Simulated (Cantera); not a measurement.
Input: 1 mol S, 0.83 mol O2, held at 527 °C and 0.100 bar.

Cantera equilibrium calculation (NASA polynomials, part measured and part estimated; ideal gas, pure solids and liquids). Candidate condensed phases: S; 10 gas species. Gases not in the tables: S3 to S7. Equilibrium is a limit: real reactors are often held back by kinetics, nucleation or transport.

Q: What is the equilibrium state?

A: 
```json
{
  "x(SO2)": "0.906",
  "x(S2)": "0.0887",
  "x(S2O)": "0.00570",
  "x(S8)": "1.32e-5",
  "x(SO)": "1.57e-6",
  "gas_amount": "0.9137 mol",
  "log10 activity of S(l) (absent)": "-0.70"
}
```
